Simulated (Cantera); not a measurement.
**Reactions in the system Ca-H-O**

Standard-state values (1 bar) from the NASA 1993 polynomials, evaluated with Cantera. Values are per mole of reaction as written; species without (g) are pure solids or liquids, kept so even where they would boil at 1 bar.

O₂(g) + 2 Ca(OH)₂ ⇌ 2 CaO + 4 OH(g)

```
T (K)  ΔH° (kJ)  ΔS° (J/K)  ΔG° (kJ)  log10 K
-----  --------  ---------  --------  -------
300       859.4      439.4     727.6  -126.68
448       857.7      435.0     662.8   -77.28
498       856.6      432.7     641.1   -67.24
548       855.4      430.4     619.5   -59.05
598       854.0      428.0     598.1   -52.24
648       852.6      425.7     576.7   -46.49
698       851.0      423.4     555.5   -41.57
748       849.4      421.1     534.4   -37.32
798       847.6      418.9     513.4   -33.60
```
